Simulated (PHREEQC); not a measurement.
A solution holds 65 mmol/kgw Pb(NO3)2 and 3.8 mmol/kgw ZnCl2, at 75 °C. Closed to the air; pH follows from the charge balance.

Equilibrium calculation in PHREEQC: ion-association model, phreeqc.dat.

| quantity | before | after |
|---|---|---|
| ionic strength (mol/kgw) | 0.160 | 0.0367 |
| NO3- (mol/kgw) | 0.111 | 0.0243 |
| Pb+2 (mol/kgw) | 0.0418 | 0.0107 |
| PbNO3+ (mol/kgw) | 0.0188 | 0.00174 |
| PbCl+ (mol/kgw) | 0.00433 | 0.000545 |
| SI of Pb(OH)2 (Pb(OH)2) | +0.36 | +0.80 |

### Question
Name the change that produced these shifts.
(A) diluted 5-fold with water
(B) Pb(NO3)2 from 0.065 to 0.0585 mol/kgw
(C) ZnCl2 from 0.0038 to 0.00342 mol/kgw

### Answer
A, diluted 5-fold with water

This is a speciation only: nothing precipitates in the calculation. Some of these states are supersaturated (in Pb(OH)2, for instance). Away from 25 °C the constants follow the database's enthalpies or fits; those with neither stay at their 25 °C values.
